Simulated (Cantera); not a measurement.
Gas activation for diamond growth

An isothermal, constant-pressure homogeneous reactor starts with CH4 : H2 = 0.013 : 1 (molar parts), at 1525 K and 0.0132 atm.

Detailed kinetics in Cantera: GRI-Mech 3.0 (53 species, 325 reactions). GRI-Mech 3.0 stops at C3 and has no aromatics, soot or wall deposition, so with more carbon than oxygen in the feed, carbon stays in small species such as C2H2 where larger ones or solid carbon would form. Radical loss at walls, strong at low pressure, is not modelled.

| t (s) | x CH4 | x H2 | x C2H6 | x H | x CH2 | x C2H2 | x C2H4 |
|---|---|---|---|---|---|---|---|
| 0.000200 | 0.0128 | 0.987 | <1e-12 | 5.00e-8 | <1e-12 | <1e-12 | <1e-12 |
| 0.000511 | 0.0128 | 0.987 | <1e-12 | 1.36e-7 | <1e-12 | <1e-12 | <1e-12 |
| 0.00130 | 0.0128 | 0.987 | <1e-12 | 3.58e-7 | <1e-12 | <1e-12 | <1e-12 |
| 0.00333 | 0.0128 | 0.987 | 2.13e-12 | 9.22e-7 | <1e-12 | <1e-12 | 2.60e-12 |
| 0.00850 | 0.0128 | 0.987 | 2.96e-11 | 2.36e-6 | 1.28e-12 | <1e-12 | 4.20e-11 |
| 0.0217 | 0.0128 | 0.987 | 3.53e-10 | 6.04e-6 | 8.33e-12 | 9.04e-12 | 6.91e-10 |
| 0.0554 | 0.0128 | 0.987 | 3.18e-9 | 1.54e-5 | 5.41e-11 | 4.90e-10 | 1.15e-8 |
| 0.141 | 0.0128 | 0.987 | 2.06e-8 | 3.89e-5 | 3.44e-10 | 3.12e-8 | 1.79e-7 |
| 0.361 | 0.0128 | 0.987 | 9.22e-8 | 9.26e-5 | 1.93e-9 | 1.73e-6 | 1.81e-6 |
| 0.922 | 0.0127 | 0.987 | 2.16e-7 | 0.000165 | 6.01e-9 | 3.42e-5 | 5.36e-6 |
| 2.35 | 0.0124 | 0.987 | 2.41e-7 | 0.000185 | 7.36e-9 | 0.000188 | 6.40e-6 |
| 6.01 | 0.0116 | 0.988 | 2.14e-7 | 0.000186 | 7.00e-9 | 0.000569 | 6.84e-6 |
| 15.3 | 0.0100 | 0.988 | 1.61e-7 | 0.000189 | 6.19e-9 | 0.00137 | 7.88e-6 |
| 39.2 | 0.00733 | 0.990 | 8.92e-8 | 0.000193 | 4.76e-9 | 0.00269 | 9.99e-6 |
| 100 | 0.00428 | 0.991 | 3.20e-8 | 0.000198 | 2.95e-9 | 0.00420 | 1.30e-5 |
x: mole fraction; the columns are a selection and need not sum to one.

Equilibrium at this temperature and pressure: CH4 0.000663, H2 0.993, C2H6 1.66e-9, H 0.000206, CH2 4.92e-10, C2H2 0.00599, C2H4 1.75e-5 (gas phase only).
